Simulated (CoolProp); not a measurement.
Values from CoolProp's reference Helmholtz-energy equation of state, Fiedler 2023.

Task: Give the vapour pressure (MPa), liquid density (kg/m³), liquid cp (kJ/(kg K)), vapour Z of saturated tetrahydrofuran at 40.05 °C.

Result: 
```json
[
 {"T (°C)": "40.05", "p (MPa)": "0.0403", "liquid density (kg/m³)": "865", "liquid cp (kJ/(kg K))": "1.78", "vapour Z": "0.986"}
]
```
